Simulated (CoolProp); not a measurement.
Vapour pressure (MPa) of n-nonane: the reference equation beside estimates from Tc = 594.5 K, pc = 2.282 MPa, ω = 0.443. Clausius-Clapeyron is anchored at 449.8 K with a constant enthalpy of vaporisation of 34.71 kJ/mol.

Computed with CoolProp (reference Helmholtz-energy equation of state, Lemmon 2006). It is a short technical equation, of lower accuracy than the large ones.

| T (K) | reference | Clausius-Clapeyron | van der Waals | Redlich-Kwong | Peng-Robinson |
|---|---|---|---|---|---|
| 439.3 | 0.1497 | 0.1537 | 0.5993 | 0.3099 | 0.1501 |
| 444.6 | 0.1700 | 0.1721 | 0.6354 | 0.3402 | 0.1704 |
| 449.8 | 0.1919 | 0.1919 | 0.6721 | 0.3720 | 0.1924 |
| 455.1 | 0.2164 | 0.2138 | 0.7110 | 0.4065 | 0.2170 |
| 460.4 | 0.2432 | 0.2376 | 0.7512 | 0.4431 | 0.2440 |
| 465.7 | 0.2725 | 0.2634 | 0.7928 | 0.4820 | 0.2735 |
| 471 | 0.3045 | 0.2914 | 0.8359 | 0.5232 | 0.3058 |
| 476.3 | 0.3393 | 0.3216 | 0.8804 | 0.5668 | 0.3408 |
| 481.5 | 0.3762 | 0.3535 | 0.9256 | 0.6119 | 0.3782 |
| 486.8 | 0.4170 | 0.3885 | 0.9730 | 0.6603 | 0.4195 |

Absolute difference from the reference over all 10 rows, mean and median: Clausius-Clapeyron 3.3 and 3.0 %, van der Waals 206.6 and 199.9 %, Redlich-Kwong 80.8 and 79.5 %, Peng-Robinson 0.4 and 0.3 %.
